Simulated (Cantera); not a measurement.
A closed system holds: 1 mol CH3SiCl3, 0.026 mol HCl, 5 mol H2, 0.5 mol CH4, equilibrated at 1948 K and 18.8 Torr.

These are equilibrium values from Cantera (NASA tables, ideal gas, pure condensed phases), not measurements of a reactor. Candidate condensed phases: C, C6H6, C7H8, C8H18, Si, SiC; 109 gas species. The feed counts by its element totals alone. The tables' values for SiCl3, SiCl are old estimates; treat these amounts as uncertain. The numbers say what is thermodynamically allowed, not how fast it happens.

Base state: H2 0.676, HCl 0.300, SiCl2 0.0153, H 0.00587, Cl 0.00196, C2H2 (acetylene) 0.000364, SiCl3 0.000246, SiCl 9.29e-5 (mole fractions); condensed: C(graphite) + SiC(s).

**Question.** What changes in the equilibrium state with this change: temperature from 1948 K to 1550 K?

**Answer.** 
| species | before | after |
|---|---|---|
| H2 | 0.676 | 0.671 |
| HCl | 0.300 | 0.324 |
| SiCl2 | 0.0153 | 0.00459 |
| H | 0.00587 | 0.000163 |
| Si | 4.18e-5 | 1.17e-8 |
| SiCl | 9.29e-5 | 3.53e-7 |
| SiCl4 | 4.91e-6 | 0.000166 |
| C2H2 (acetylene) | 0.000364 | 1.08e-5 |
| Cl | 0.00196 | 6.29e-5 |
| C(graphite), mol | 0.636 | 0.548 |
| SiC(s), mol | 0.857 | 0.952 |
The tables' values for SiCl3 are old estimates; treat these amounts as uncertain.
